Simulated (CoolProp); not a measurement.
Vapour-liquid equilibrium of fluoroethane (R161) (1) + R1234yf (2) at 269.1 K; x and y are mole fractions of (1).

Computed with CoolProp (multi-fluid Helmholtz-energy mixture model, Wu 2012 and Lemmon 2022; pair parameters Bell 2016).

Problem. Give the bubble pressure and the first vapour's composition at x = 0.05, 0.2, 0.5. Is there an azeotrope?

Solution. x = 0.05: 0.2819 MPa, y = 0.072; x = 0.2: 0.3026 MPa, y = 0.264; x = 0.5: 0.3388 MPa, y = 0.576. No azeotrope shows between x = 0.05 and 0.95.

The pair parameters rest on a limited set of measurements; away from them the model extrapolates.
